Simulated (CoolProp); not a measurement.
Properties of the fluoroketone C6F12O (FK-5-1-12) along the isobar 5.08 bar.

The numbers come from the reference Helmholtz-energy equation of state, McLinden 2015 in CoolProp.

```csv
T (°C),phase,density (kg/m³),speed of sound (m/s)
71.95,liquid,1451,362.8
80.75,liquid,1419,335.9
89.55,liquid,1384,?
98.35,liquid,?,281.5
107.15,gas,?,81.56
115.85,gas,60.28,84.75
124.65,gas,57.72,87.61
133.45,gas,55.49,90.21
142.25,gas,53.50,92.58
151.05,gas,51.72,94.78
159.85,gas,?,?
```

**Question.** Complete the blanks.

**Answer.** 
- 89.55, speed of sound (m/s): 308.9
- 98.35, density (kg/m³): 1347
- 107.15, density (kg/m³): 63.22
- 159.85, density (kg/m³): 50.09
- 159.85, speed of sound (m/s): 96.84
